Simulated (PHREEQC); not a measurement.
0.33 g of hydrous ferric oxide (600 m²/g; 0.2 weak and 0.005 strong sites per Fe, Dzombak-Morel constants, diffuse double layer) in 1 kg of water with 0.05 mol/kgw of an inert sodium salt and 8e-06 mol/kgw NaF, at 25 °C; the pH is set by adding NaOH or the inert anion's acid. Oxygen alone is held at its pressure in air (log pO2 = -0.68). CO2 from the air is kept out. No solid was allowed to form.

Base run: PHREEQC, ion-association model, wateq4f.dat. Each further column changes one thing. The table gives F sorbed (%).

```csv
pH,base,background salt from 0.05 to 0.005 mol/kgw,oxide from 0.33 to 1.7 g/kgw,0.00011 mol/kgw H3BO3 added
4,88.0,97.2,97.4,88.0
4.67,82.9,94.4,96.2,82.9
5.33,70.6,86.2,92.6,70.6
6,48.7,65.6,83.2,48.7
6.67,24.1,33.7,62.2,24.1
7.33,8.6,11.2,32.5,8.6
8.67,0.6,0.7,3.2,0.6
9.33,0.2,0.2,0.9,0.2
10,0.1,0.0,0.3,0.1
10.67,0.0,0.0,0.1,0.0
11.33,0.0,0.0,0.0,0.0
12,0.0,0.0,0.0,0.0
```

 Real BF4- forms and hydrolyses slowly; the run takes it at equilibrium.
